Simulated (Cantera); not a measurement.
Feed: 1 mol Si, 4.1 mol HCl, 0.3 mol H2, equilibrated at 823.15 K and 1.60 bar.

Method: chemical equilibrium by Gibbs-energy minimisation in Cantera with the NASA 1993 tables (ideal gas, pure condensed phases). Candidate condensed phases: Si; 19 gas species. The numbers say what is thermodynamically allowed, not how fast it happens.

Base state: H2 0.670, SiCl4 0.288, HCl 0.0359, SiHCl3 0.00648, SiH2Cl2 1.23e-5 (mole fractions); condensed: gas only.

**Question.** What changes in the equilibrium state with this change: 0.0067 mol N2 added?

**Answer.** 
```
species         before    after
-------------  -------  -------
H2               0.670    0.664
SiCl4            0.288    0.285
HCl             0.0359   0.0461
SiH2Cl2        1.23e-5  7.27e-6
SiHCl3         0.00648  0.00497
Si3N4(s), mol        0  0.00335
```
N2 is the only nitrogen source here; it is nearly inert below about 1500 K, so the nitride shown seldom forms there in practice. Further candidate phases: NH4Cl, Si3N4.
